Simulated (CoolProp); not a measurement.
Vapour-liquid equilibrium of CHF3 (R23) (1) + sulfur hexafluoride (2) at 1.87 MPa; x and y are mole fractions of (1).

Computed with CoolProp (multi-fluid Helmholtz-energy mixture model, Penoncello 2003 and Guder 2009; pair parameters Bell 2016).

Give the bubble temperature and the first vapour's composition at x = 0.2, 0.8, 0.95. Is there an azeotrope?

x = 0.2: 273.0 K, y = 0.371; x = 0.8: 262.1 K, y = 0.807; x = 0.95: 262.4 K, y = 0.943. y crosses x between x = 0.8 and 0.95: the model has an azeotrope there.

The pair parameters rest on a limited set of measurements; away from them the model extrapolates.
